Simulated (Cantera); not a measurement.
Cantera run:

```python
import numpy as np
import cantera as ct

gas_names = """
    C CO CO2 C2 C2O C3 C3O2 C4 C5 Cu CuO Cu2 O O2 O3
""".split()
cond_names = """
    C(gr) Cu(cr) Cu(L) CuO(s) Cu2O(s) Cu2O(L)
""".split()


# ... load() reads the species with a 1 bar reference pressure and builds the phases ...
atoms = {
    'Cu': {'Cu': 1},
    'O2': {'O': 2},
    'CO': {'C': 1, 'O': 1},
}
top_T = {'C(gr)': 4500, 'CuO(s)': 1390}  # K; cautious upper limits of use, not melting points


# ... equilibrate(T, P, feed) seeds the gas with the atoms and calls Mixture.equilibrate('TP', solver="vcs", rtol=1e-11, max_steps=5000) ...
results = []
feed = {'Cu': 1, 'O2': 3, 'CO': 12}  # mol
T = 1573.15  # K
P = 720  # Pa
mix = equilibrate(T, P, feed)
results.append((T, P, feed, dict(zip(mix.species_names, mix.species_moles))))
x = sorted(zip(gas.X, gas.species_names), reverse=True)
print(f"T = {T:g} K  P = {P:g} Pa  gas = {mix.phase_moles(0):.4g} mol")
print("   x: " + "  ".join(f"{s} {v:.3e}" for v, s in x if v > 0.001))
print("   condensed (mol): " + ("  ".join(f"{mix.phase(i).name} {mix.phase_moles(i):.4g}"
      for i in range(1, mix.n_phases) if mix.phase_moles(i) > 1e-12) or "none"))
```

It prints:

```
T = 1573.15 K  P = 720 Pa  gas = 12.04 mol
   x: CO 4.982e-01  CO2 4.982e-01  Cu 3.691e-03
   condensed (mol): Cu(L) 0.9555
```

Equilibrium computed with Cantera from the NASA thermochemical tables; the gas is ideal and each condensed phase is pure.
